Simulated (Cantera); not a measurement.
Thermal oxidation and active oxidation of silicon: Si + H2O + N2

Feed: 1 mol Si, 0.0037 mol H2O, 630 mol N2, at 8.30 bar.

Equilibrium computed with Cantera from the NASA thermochemical tables; the gas is ideal and each condensed phase is pure. Candidate condensed phases: H2O, Si, SiO2, Si2N2O, Si3N4; 35 gas species. N2 is the only nitrogen source here; it is nearly inert below about 1500 K, so the nitride shown seldom forms there in practice. Mutual solubility and eutectic melting of coexisting phases are not modelled. Kinetics and transport are ignored.

```json
[
 {"T (K)": "1223", "x N2": "1.000", "x SiO": "<1e-12", "x H2": "5.88e-6", "x H": "2.53e-10", "x Si": "<1e-12", "n Si2N2O(s)": "0.00370", "n Si3N4(s)": "0.331"},
 {"T (K)": "1323", "x N2": "1.000", "x SiO": "3.73e-12", "x H2": "5.88e-6", "x H": "1.33e-9", "x Si": "<1e-12", "n Si2N2O(s)": "0.00370", "n Si3N4(s)": "0.331"},
 {"T (K)": "1423", "x N2": "1.000", "x SiO": "1.52e-10", "x H2": "5.88e-6", "x H": "5.59e-9", "x Si": "<1e-12", "n Si2N2O(s)": "0.00370", "n Si3N4(s)": "0.331"},
 {"T (K)": "1523", "x N2": "1.000", "x SiO": "3.75e-9", "x H2": "5.87e-6", "x H": "1.94e-8", "x Si": "<1e-12", "n Si2N2O(s)": "0.00370", "n Si3N4(s)": "0.331"},
 {"T (K)": "1623", "x N2": "1.000", "x SiO": "6.18e-8", "x H2": "5.85e-6", "x H": "5.80e-8", "x Si": "2.67e-11", "n Si2N2O(s)": "0.00366", "n Si3N4(s)": "0.331"},
 {"T (K)": "1723", "x N2": "1.000", "x SiO": "7.30e-7", "x H2": "5.80e-6", "x H": "1.52e-7", "x Si": "5.13e-10", "n Si2N2O(s)": "0.00324", "n Si3N4(s)": "0.331"},
 {"T (K)": "1823", "x N2": "1.000", "x SiO": "5.88e-6", "x H2": "5.70e-6", "x H": "3.59e-7", "x Si": "7.09e-9", "n Si2N2O(s)": "0", "n Si3N4(s)": "0.332"},
 {"T (K)": "1923", "x N2": "1.000", "x SiO": "5.88e-6", "x H2": "5.50e-6", "x H": "7.67e-7", "x Si": "7.42e-8", "n Si2N2O(s)": "0", "n Si3N4(s)": "0.332"},
 {"T (K)": "2023", "x N2": "1.000", "x SiO": "5.88e-6", "x H2": "5.13e-6", "x H": "1.49e-6", "x Si": "6.12e-7", "n Si2N2O(s)": "0", "n Si3N4(s)": "0.332"}
]
```
x: gas mole fraction; n: condensed amount in mol.

From 1223 K to 1723 K the condensed part is Si2N2O(s) + Si3N4(s). From 1823 K to 2023 K the condensed part is Si3N4(s).
